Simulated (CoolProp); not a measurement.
R1234ze(Z) along the isotherm 440 K: Z from the reference equation and from simpler models built on Tc = 423.3 K, pc = 3.531 MPa, ω = 0.327; each cubic takes its own stable root.

Computed with CoolProp (reference Helmholtz-energy equation of state, Akasaka 2019).

| p (MPa) | phase | reference | Redlich-Kwong | Peng-Robinson |
|---|---|---|---|---|
| 0.0167 | gas | 0.9985 | 0.9986 | 0.9984 |
| 0.0317 | gas | 0.9971 | 0.9973 | 0.9970 |
| 0.0602 | gas | 0.9944 | 0.9948 | 0.9943 |
| 0.114 | gas | 0.9894 | 0.9901 | 0.9892 |
| 0.216 | gas | 0.9798 | 0.9812 | 0.9794 |
| 0.41 | gas | (withheld) | 0.9639 | 0.9605 |
| 0.777 | gas | 0.9250 | (withheld) | 0.9240 |
| 1.47 | gas | (withheld) | (withheld) | (withheld) |
| 2.79 | gas | 0.6889 | (withheld) | (withheld) |
| 5.3 | supercritical | 0.2685 | (withheld) | 0.3262 |

**Question.** Some entries are withheld; supply them.

**Answer.** 
- 0.41, reference: 0.9612
- 0.777, Redlich-Kwong: 0.9301
- 1.47, reference: 0.8520
- 1.47, Redlich-Kwong: 0.8618
- 1.47, Peng-Robinson: 0.8513
- 2.79, Redlich-Kwong: 0.7055
- 2.79, Peng-Robinson: 0.6919
- 5.3, Redlich-Kwong: 0.3308
